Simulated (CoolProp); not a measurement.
Vapour-liquid equilibrium of dimethyl ether (1) + n-pentane (2) at 3.75 °C; x and y are mole fractions of (1).

Computed with CoolProp (multi-fluid Helmholtz-energy mixture model, Wu 2011 and Thol 2019; pair parameters Bell 2016).

| x | bubble pressure (bar) | y at the bubble point | dew pressure at overall composition x (bar) | liquid density (mol/L) |
|---|---|---|---|---|
| 0.05 | 0.3798 | 0.275 | 0.3022 | 9.104 |
| 0.125 | 0.5780 | 0.565 | 0.3240 | 9.424 |
| 0.2 | 0.8382 | 0.730 | 0.3495 | 9.756 |
| 0.275 | 1.134 | 0.822 | 0.3797 | 10.10 |
| 0.35 | 1.435 | 0.874 | 0.4160 | 10.47 |
| 0.425 | 1.716 | 0.906 | 0.4605 | 10.86 |
| 0.5 | 1.962 | 0.927 | 0.5164 | 11.27 |
| 0.575 | 2.167 | 0.941 | 0.5888 | 11.70 |
| 0.65 | [?] | 0.952 | 0.6867 | 12.18 |
| 0.725 | 2.485 | 0.960 | 0.8269 | 12.69 |
| 0.8 | 2.620 | 0.969 | 1.046 | 13.25 |
| 0.875 | 2.759 | 0.978 | 1.440 | 13.87 |
| 0.95 | 2.916 | [?] | [?] | 14.56 |

Complete the blanks.


- 0.65, bubble pressure (bar): 2.338
- 0.95, y at the bubble point: 0.990
- 0.95, dew pressure at overall composition x (bar): 2.309

No azeotrope shows between x = 0.05 and 0.95.

The pair parameters rest on a limited set of measurements; away from them the model extrapolates. The gap from Raoult's law changes sign with composition, which may be real or a fault of the pair parameters; it wasn't checked against measurements.
